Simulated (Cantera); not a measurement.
**Reactions in the system C-H-Ta**

Cantera with NASA thermochemical tables; ideal gases at 1 bar, condensed phases pure. Values are per mole of reaction as written; species without (g) are pure solids or liquids, kept so even where they would boil at 1 bar. TaC: taken at fixed stoichiometry.

4 C2H6(g) + TaC = Ta + 3 C3H8(g)

```tsv
T (K)	ΔH° (kJ)	ΔS° (J/K)	ΔG° (kJ)	log10 K
1623	177.1	-93.4	328.7	-10.58
1723	177.9	-92.9	338.0	-10.25
1823	178.5	-92.6	347.3	-9.95
1923	179.2	-92.2	356.5	-9.68
2023	179.8	-91.9	365.7	-9.44
2123	180.4	-91.6	374.9	-9.22
2223	180.9	-91.4	384.0	-9.02
2323	181.4	-91.1	393.2	-8.84
2423	182.0	-90.9	402.3	-8.67
2523	182.5	-90.7	411.3	-8.52
```

4 Ta + 3 C2H2(g) = 2 CH3(g) + 4 TaC

```json
[
 {"T (K)": "1623", "ΔH° (kJ)": "-960.6", "ΔS° (J/K)": "-207.5", "ΔG° (kJ)": "-623.8", "log10 K": "20.08"},
 {"T (K)": "1723", "ΔH° (kJ)": "-959.3", "ΔS° (J/K)": "-206.7", "ΔG° (kJ)": "-603.1", "log10 K": "18.28"},
 {"T (K)": "1823", "ΔH° (kJ)": "-957.8", "ΔS° (J/K)": "-205.9", "ΔG° (kJ)": "-582.5", "log10 K": "16.69"},
 {"T (K)": "1923", "ΔH° (kJ)": "-956.3", "ΔS° (J/K)": "-205.1", "ΔG° (kJ)": "-561.9", "log10 K": "15.26"},
 {"T (K)": "2023", "ΔH° (kJ)": "-954.7", "ΔS° (J/K)": "-204.3", "ΔG° (kJ)": "-541.5", "log10 K": "13.98"},
 {"T (K)": "2123", "ΔH° (kJ)": "-953.1", "ΔS° (J/K)": "-203.5", "ΔG° (kJ)": "-521.1", "log10 K": "12.82"},
 {"T (K)": "2223", "ΔH° (kJ)": "-951.4", "ΔS° (J/K)": "-202.7", "ΔG° (kJ)": "-500.8", "log10 K": "11.77"},
 {"T (K)": "2323", "ΔH° (kJ)": "-949.8", "ΔS° (J/K)": "-202.0", "ΔG° (kJ)": "-480.5", "log10 K": "10.81"},
 {"T (K)": "2423", "ΔH° (kJ)": "-948.1", "ΔS° (J/K)": "-201.3", "ΔG° (kJ)": "-460.4", "log10 K": "9.92"},
 {"T (K)": "2523", "ΔH° (kJ)": "-946.5", "ΔS° (J/K)": "-200.6", "ΔG° (kJ)": "-440.3", "log10 K": "9.12"}
]
```
